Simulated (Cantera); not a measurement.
Charge: 1 mol MgO, 0.55 mol SO3, 2.3 mol H2O, held at 702 °C and 6.40 bar.

Method: chemical equilibrium by Gibbs-energy minimisation in Cantera with the NASA 1993 tables (ideal gas, pure condensed phases). Candidate condensed phases: H2O, H2SO4, Mg, MgO, Mg(OH)2, MgS, MgSO4, S; 26 gas species. Equilibrium is a limit: real reactors are often held back by kinetics, nucleation or transport.

Base state: H2O 1.000, SO2 1.82e-5 (mole fractions); condensed: MgO(s) + MgSO4(s).

**Question.** What changes in the equilibrium state with this change: MgO replaced by MgCO3?

**Answer.** 
| species | before | after |
|---|---|---|
| H2O | 1.000 | 0.697 |
| CO2 | 0 | 0.303 |
| SO2 | 1.82e-5 | 1.82e-5 |
| MgO(s), mol | 0.450 | 0.450 |
| MgSO4(s), mol | 0.550 | 0.550 |
Further candidate phases: C, C6H6, C7H8, C8H18, MgCO3.
